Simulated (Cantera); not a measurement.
Predominance diagram of Ca at 452 °C against the partial pressures of O2 and Br2 (log10, bar). Source: NASA polynomial tables (part measured, part estimated), evaluated in Cantera. Candidates: Ca(s), CaBr2(s), CaO(s). Only these pure phases compete in this equilibrium. Not in the tables: oxide halides.

### Question
Which phase is stable at these pairs, and which metal-bearing vapour leads over it? (-43, -12.5); (-13.7, -7.1); (-37.1, -5.4); (-19.5, -14.3); (-39.1, -21.4); (-15.6, -21.4); (-41, -12.5)

### Answer
| log p(O2) | log p(Br2) | phase | chief vapour | log p (bar) |
|---|---|---|---|---|
| -43 | -12.5 | CaBr2(s) | CaBr2 | -12.1 |
| -13.7 | -7.1 | CaBr2(s) | CaBr2 | -12.1 |
| -37.1 | -5.4 | CaBr2(s) | CaBr2 | -12.1 |
| -19.5 | -14.3 | CaO(s) | CaBr2 | -13.5 |
| -39.1 | -21.4 | CaBr2(s) | CaBr2 | -12.1 |
| -15.6 | -21.4 | CaO(s) | CaBr2 | -22.5 |
| -41 | -12.5 | CaBr2(s) | CaBr2 | -12.1 |
